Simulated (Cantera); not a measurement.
# Equilibrium for oxide etching and cleaning by halides: TiO₂ + HCl

A closed system holds: 1 mol TiO₂, 2.2 mol HCl, at 7.60 Pa.

These are equilibrium values from Cantera (NASA tables, ideal gas, pure condensed phases), not measurements of a reactor. Candidate condensed phases: H₂O, Ti, TiCl₂, TiCl₃, TiCl₄, TiO, TiO₂, Ti₂O₃, Ti₃O₅, Ti₄O₇; 23 gas species. Condensed phases not in the tables: TiOCl. Rates play no part.

From 1198 K to 1498 K the condensed part is TiO₂(rutile). The main Ti-bearing gas is TiCl₄ at 1198 K and TiCl₃ at 1498 K.

```csv
T (K),x HCl,x Cl,x H₂,x H₂O,x TiCl₃,x H,x TiCl₄,x TiOCl₂,n TiO₂(rutile)
1198,0.998,0.000895,0.000445,0.000317,9.16e-6,4.60e-7,0.000149,4.58e-8,1.000
1248,0.997,0.00162,0.000800,0.000350,2.10e-5,1.51e-6,0.000154,1.56e-7,1.000
1298,0.995,0.00279,0.00137,0.000390,4.33e-5,4.55e-6,0.000151,4.72e-7,1.000
1348,0.992,0.00461,0.00226,0.000442,7.99e-5,1.26e-5,0.000141,1.28e-6,1.000
1398,0.988,0.00736,0.00360,0.000512,0.000132,3.26e-5,0.000123,3.10e-6,0.999
1448,0.982,0.0114,0.00555,0.000604,0.000197,7.87e-5,0.000101,6.85e-6,0.999
1498,0.973,0.0170,0.00828,0.000719,0.000271,0.000179,7.99e-5,1.39e-5,0.999
```
x: gas mole fraction; n: condensed amount in mol.
